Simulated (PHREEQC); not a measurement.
Consider water at 20 °C with 6.9 mmol/kgw NaHS, 8.7 mmol/kgw NaCl and 0.81 mmol/kgw ZnCl2. Closed to the air; pH follows from the charge balance.

Model: ion-association model, phreeqc.dat, run in PHREEQC.

Each row changes one thing in this solution. This is a speciation only: nothing precipitates in the calculation.

| case | pH | ionic strength (mol/kgw) | HS- (mol/kgw) | H2S (mol/kgw) | SI of Halite (NaCl) |
|---|---|---|---|---|---|
| as made | 9.37 | 0.0156 | 0.00520 | 1.98e-5 | -5.47 |
| ZnCl2 from 0.00081 to 0.0081 mol/kgw | ___ | 0.0293 | 4.79e-8 | 6.48e-7 | -5.12 |
| temperature from 20 to 10 °C | 9.63 | 0.0156 | 0.00521 | 1.56e-5 | -5.46 |
| ZnCl2 left out | 9.43 | 0.0156 | ___ | ___ | -5.54 |
| NaCl from 0.0087 to 0.013 mol/kgw | 9.37 | 0.0199 | 0.00520 | 1.98e-5 | -5.22 |
| ZnCl2 from 0.00081 to 8.1e-05 mol/kgw | 9.42 | 0.0156 | 0.00671 | 2.27e-5 | -5.53 |
| NaCl from 0.0087 to 0.00783 mol/kgw | 9.37 | 0.0147 | 0.00520 | 1.98e-5 | -5.53 |

Task: Fill in the missing entries.

Result: 
- ZnCl2 from 0.00081 to 0.0081 mol/kgw, pH: 5.80
- ZnCl2 left out, HS- (mol/kgw): 0.00688
- ZnCl2 left out, H2S (mol/kgw): 2.31e-5

Species that the database lacks are ignored. Some of these states are supersaturated (in Sphalerite (slow to form), for instance). Away from 25 °C the constants follow the database's enthalpies or fits; those with neither stay at their 25 °C values.
